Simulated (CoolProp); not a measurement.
Saturation properties of R236EA.

Model: reference Helmholtz-energy equation of state, Rui 2013, in CoolProp.

```
T (°C)  p (kPa)  vapour Z  surface tension (mN/m)
------  -------  --------  ----------------------
8.15      109.7    0.9534                    14.3
16.35     150.7    0.9418                    13.2
24.65     203.4    0.9282                    12.1
32.85     268.5    0.9129                    11.0
41.15     349.7    0.8955                    9.90
49.35     447.0    0.8760                    8.86
57.65     565.3    0.8540                    7.84
65.85     704.0    0.8298                    6.85
74.15     869.1    0.8025                    5.88
82.35      1060    0.7726                    4.95
90.65      1283    0.7390                    4.05
```

It boils at 6.2 °C under 1 atm.

Surface tension comes from a separate correlation (Mulero 2012).
